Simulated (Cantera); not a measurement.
What does this Cantera script print?

```python
import numpy as np
import cantera as ct

gas_names = """
    Br Br2 H HBr H2 Si SiBr SiBr2 SiBr3 SiBr4 SiH SiHBr3 SiH2 SiH2Br2 SiH3 SiH3Br SiH4 Si2 Si3
""".split()
cond_names = """
    Br2(cr) Br2(L) Si(cr) Si(L)
""".split()


# ... load() reads the species with a 1 bar reference pressure and builds the phases ...
atoms = {
    'Si': {'Si': 1},
    'HBr': {'H': 1, 'Br': 1},
    'H2': {'H': 2},
}
top_T = {}  # K; cautious upper limits of use, not melting points


# ... equilibrate(T, P, feed) seeds the gas with the atoms and calls Mixture.equilibrate('TP', solver="vcs", rtol=1e-11, max_steps=5000) ...
results = []
feed = {'Si': 1, 'HBr': 1.4, 'H2': 1.6}  # mol
P = 300  # Pa
for T in [1025, 1050, 1075, 1100, 1125, 1150, 1175, 1200, 1225, 1250, 1275, 1300, 1325, 1350]:
    mix = equilibrate(T, P, feed)
    results.append((T, P, feed, dict(zip(mix.species_names, mix.species_moles))))
    x = sorted(zip(gas.X, gas.species_names), reverse=True)
    print(f"T = {T:g} K  P = {P:g} Pa  gas = {mix.phase_moles(0):.4g} mol")
    print("   x: " + "  ".join(f"{s} {v:.3e}" for v, s in x if v > 1e-05))
    print("   condensed (mol): " + ("  ".join(f"{mix.phase(i).name} {mix.phase_moles(i):.4g}"
          for i in range(1, mix.n_phases) if mix.phase_moles(i) > 1e-12) or "none"))
```

It prints:

```
T = 1025 K  P = 300 Pa  gas = 2.739 mol
   x: H2 7.871e-01  HBr 1.014e-01  SiBr4 9.032e-02  SiBr2 1.501e-02  SiHBr3 3.511e-03  SiBr3 2.579e-03  SiH2Br2 6.452e-05  Br 1.254e-05
   condensed (mol): Si(cr) 0.6946
T = 1050 K  P = 300 Pa  gas = 2.761 mol
   x: H2 7.728e-01  HBr 1.172e-01  SiBr4 8.172e-02  SiBr2 2.169e-02  SiHBr3 3.274e-03  SiBr3 3.225e-03  SiH2Br2 6.208e-05  Br 2.240e-05
   condensed (mol): Si(cr) 0.6964
T = 1075 K  P = 300 Pa  gas = 2.786 mol
   x: H2 7.574e-01  HBr 1.334e-01  SiBr4 7.194e-02  SiBr2 3.031e-02  SiBr3 3.895e-03  SiHBr3 2.987e-03  SiH2Br2 5.874e-05  Br 3.862e-05
   condensed (mol): Si(cr) 0.6958
T = 1100 K  P = 300 Pa  gas = 2.814 mol
   x: H2 7.414e-01  HBr 1.492e-01  SiBr4 6.123e-02  SiBr2 4.087e-02  SiBr3 4.526e-03  SiHBr3 2.653e-03  Br 6.432e-05  SiH2Br2 5.451e-05
   condensed (mol): Si(cr) 0.6924
T = 1125 K  P = 300 Pa  gas = 2.844 mol
   x: H2 7.255e-01  HBr 1.639e-01  SiBr2 5.305e-02  SiBr4 5.001e-02  SiBr3 5.038e-03  SiHBr3 2.283e-03  Br 1.035e-04  SiH2Br2 4.947e-05
   condensed (mol): Si(cr) 0.6859
T = 1150 K  P = 300 Pa  gas = 2.875 mol
   x: H2 7.106e-01  HBr 1.768e-01  SiBr2 6.617e-02  SiBr4 3.895e-02  SiBr3 5.349e-03  SiHBr3 1.895e-03  Br 1.608e-04  SiH2Br2 4.383e-05
   condensed (mol): Si(cr) 0.6768
T = 1175 K  P = 300 Pa  gas = 2.904 mol
   x: H2 6.975e-01  HBr 1.873e-01  SiBr2 7.920e-02  SiBr4 2.881e-02  SiBr3 5.405e-03  SiHBr3 1.515e-03  Br 2.416e-04  SiH2Br2 3.788e-05
   condensed (mol): Si(cr) 0.6661
T = 1200 K  P = 300 Pa  gas = 2.93 mol
   x: H2 6.868e-01  HBr 1.950e-01  SiBr2 9.111e-02  SiBr4 2.026e-02  SiBr3 5.204e-03  SiHBr3 1.167e-03  Br 3.511e-04  SiH2Br2 3.199e-05
   condensed (mol): Si(cr) 0.6549
T = 1225 K  P = 300 Pa  gas = 2.951 mol
   x: H2 6.789e-01  HBr 2.001e-01  SiBr2 1.012e-01  SiBr4 1.362e-02  SiBr3 4.800e-03  SiHBr3 8.703e-04  Br 4.953e-04  SiH2Br2 2.650e-05
   condensed (mol): Si(cr) 0.6445
T = 1250 K  P = 300 Pa  gas = 2.966 mol
   x: H2 6.736e-01  HBr 2.029e-01  SiBr2 1.091e-01  SiBr4 8.862e-03  SiBr3 4.282e-03  Br 6.809e-04  SiHBr3 6.343e-04  SiH2Br2 2.165e-05
   condensed (mol): Si(cr) 0.6355
T = 1275 K  P = 300 Pa  gas = 2.978 mol
   x: H2 6.702e-01  HBr 2.039e-01  SiBr2 1.151e-01  SiBr4 5.650e-03  SiBr3 3.730e-03  Br 9.159e-04  SiHBr3 4.558e-04  SiH2Br2 1.755e-05  H 1.102e-05
   condensed (mol): Si(cr) 0.628
T = 1300 K  P = 300 Pa  gas = 2.985 mol
   x: H2 6.683e-01  HBr 2.038e-01  SiBr2 1.195e-01  SiBr4 3.571e-03  SiBr3 3.203e-03  Br 1.210e-03  SiHBr3 3.256e-04  H 1.651e-05  SiH2Br2 1.418e-05
   condensed (mol): Si(cr) 0.6219
T = 1325 K  P = 300 Pa  gas = 2.991 mol
   x: H2 6.674e-01  HBr 2.029e-01  SiBr2 1.228e-01  SiBr3 2.729e-03  SiBr4 2.256e-03  Br 1.576e-03  SiHBr3 2.326e-04  H 2.439e-05  SiH2Br2 1.147e-05
   condensed (mol): Si(cr) 0.617
T = 1350 K  P = 300 Pa  gas = 2.995 mol
   x: H2 6.671e-01  HBr 2.016e-01  SiBr2 1.253e-01  SiBr3 2.319e-03  Br 2.026e-03  SiBr4 1.434e-03  SiHBr3 1.669e-04  H 3.554e-05  SiBr 1.301e-05
   condensed (mol): Si(cr) 0.6128
```

These are equilibrium values from Cantera (NASA tables, ideal gas, pure condensed phases), not measurements of a reactor. The tables' values for SiBr3, SiBr are old estimates; treat these amounts as uncertain.
